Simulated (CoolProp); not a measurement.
Model: reference Helmholtz-energy equation of state, Span 1996, in CoolProp.

Q: For carbon dioxide, give the phase and the Z, isothermal compressibility (1/MPa), Prandtl number at 271.6 K and 586 kPa.

A: 
- 271.6 K and 586 kPa: gas; Z 0.959, isothermal compressibility 1.78, Prandtl number 0.802

Viscosity comes from a separate model (Laesecke 2017). Thermal conductivity comes from a separate model (Huber 2016).
